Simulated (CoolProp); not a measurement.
Vapour-liquid equilibrium of 1-butene (1) + n-butane (2) at 17.9 kPa; x and y are mole fractions of (1).

Values from CoolProp's multi-fluid Helmholtz-energy mixture model, Lemmon 2005 and Bücker 2006; pair parameters Bell 2016.

**Question.** Give the bubble temperature and the first vapour's composition at x = 0.65, 0.8, 0.95. Is there an azeotrope?

**Answer.** x = 0.65: -42.4 °C, y = 0.706; x = 0.8: -43.0 °C, y = 0.834; x = 0.95: -43.5 °C, y = 0.958. No azeotrope shows between x = 0.05 and 0.95.

Pair parameters are fitted to limited data, so mixtures are less certain than the pure fluids.
